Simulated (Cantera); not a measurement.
Cantera with NASA thermochemical tables; ideal gases at 1 bar, condensed phases pure. Values are per mole of reaction as written; species without (g) are pure solids or liquids, kept so even where they would boil at 1 bar.

4 N(g) + 3 Nb + 6 H₂O(g) ⇌ 3 NbO₂ + 4 NH₃(g), with ΔH° = -3008.5 kJ and ΔS° = -921.2 J/K at 300 K.

**Question.** How far is the shortcut ΔG° ≈ ΔH°(300 K) − T·ΔS°(300 K) from the full temperature-dependent value at 525, 575, 625, 675, 725 K?

**Answer.** 
| T (K) | shortcut (kJ) | full (kJ) | difference (kJ) | difference in log10 K |
|---|---|---|---|---|
| 525 | -2524.8 | -2523.0 | -1.8 | 0.18 |
| 575 | -2478.8 | -2476.4 | -2.3 | 0.21 |
| 625 | -2432.7 | -2429.9 | -2.8 | 0.24 |
| 675 | -2386.6 | -2383.4 | -3.2 | 0.25 |
| 725 | -2340.6 | -2337.1 | -3.5 | 0.25 |
The shortcut ignores the heat-capacity change of the reaction.
